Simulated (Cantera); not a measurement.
Thermodynamics of halide evaporation, hydrolysis and transport, feed MgF₂ + H₂ + N₂ + H₂O

A closed system holds: 1 mol MgF₂, 0.26 mol H₂, 79 mol N₂, 1.4 mol H₂O, held at 15.8 Torr.

Method: chemical equilibrium by Gibbs-energy minimisation in Cantera with the NASA 1993 tables (ideal gas, pure condensed phases). Candidate condensed phases: H₂O, Mg, MgF₂, MgO, Mg(OH)₂; 50 gas species. The numbers say what is thermodynamically allowed, not how fast it happens.

From 1498 K to 2148 K the condensed part is MgO(s). The main Mg-bearing gas is MgF₂ throughout. The share of Mg in condensed phases is highest at 1498 K (99.3 %) and lowest at 2148 K (65.4 %).

| T (K) | x N₂ | x HF | x H₂O | x H₂ | x MgF₂ | x Mg | x H | n MgO(s) |
|---|---|---|---|---|---|---|---|---|
| 1498 | 0.967 | 0.0243 | 0.00499 | 0.00318 | 9.03e-5 | 2.89e-8 | 6.69e-6 | 0.993 |
| 1548 | 0.967 | 0.0242 | 0.00503 | 0.00318 | 0.000135 | 1.01e-7 | 1.20e-5 | 0.989 |
| 1598 | 0.967 | 0.0241 | 0.00509 | 0.00317 | 0.000195 | 3.21e-7 | 2.07e-5 | 0.984 |
| 1648 | 0.967 | 0.0239 | 0.00517 | 0.00317 | 0.000272 | 9.48e-7 | 3.46e-5 | 0.977 |
| 1698 | 0.967 | 0.0237 | 0.00527 | 0.00315 | 0.000369 | 2.61e-6 | 5.60e-5 | 0.969 |
| 1748 | 0.967 | 0.0235 | 0.00539 | 0.00314 | 0.000487 | 6.70e-6 | 8.83e-5 | 0.959 |
| 1798 | 0.967 | 0.0232 | 0.00554 | 0.00310 | 0.000625 | 1.62e-5 | 0.000135 | 0.946 |
| 1848 | 0.967 | 0.0229 | 0.00571 | 0.00306 | 0.000781 | 3.66e-5 | 0.000202 | 0.930 |
| 1898 | 0.967 | 0.0225 | 0.00592 | 0.00298 | 0.000953 | 7.82e-5 | 0.000294 | 0.910 |
| 1948 | 0.967 | 0.0221 | 0.00616 | 0.00287 | 0.00114 | 0.000157 | 0.000418 | 0.884 |
| 1998 | 0.967 | 0.0216 | 0.00642 | 0.00272 | 0.00132 | 0.000298 | 0.000577 | 0.851 |
| 2048 | 0.966 | 0.0211 | 0.00670 | 0.00254 | 0.00152 | 0.000536 | 0.000778 | 0.807 |
| 2098 | 0.965 | 0.0206 | 0.00694 | 0.00236 | 0.00172 | 0.000933 | 0.00103 | 0.745 |
| 2148 | 0.964 | 0.0199 | 0.00712 | 0.00222 | 0.00192 | 0.00161 | 0.00135 | 0.654 |
x: gas mole fraction; n: condensed amount in mol.
